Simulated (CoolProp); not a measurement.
Vapour-liquid equilibrium of C2F6 (R116) (1) + R22 (2) at 0.219 MPa; x and y are mole fractions of (1).

Computed with CoolProp (multi-fluid Helmholtz-energy mixture model, Lemmon 2006 and Kamei 1995; pair parameters Bell 2016).

Give the bubble temperature and the first vapour's composition at x = 0.125, 0.425, 0.65. Is there an azeotrope?

x = 0.125: 222.2 K, y = 0.732; x = 0.425: 214.1 K, y = 0.842; x = 0.65: 213.0 K, y = 0.862. No azeotrope shows between x = 0.05 and 0.95.

Pair parameters are fitted to limited data, so mixtures are less certain than the pure fluids. With so large a gap from Raoult's law the liquid may split in two, which this calculation doesn't test in full.
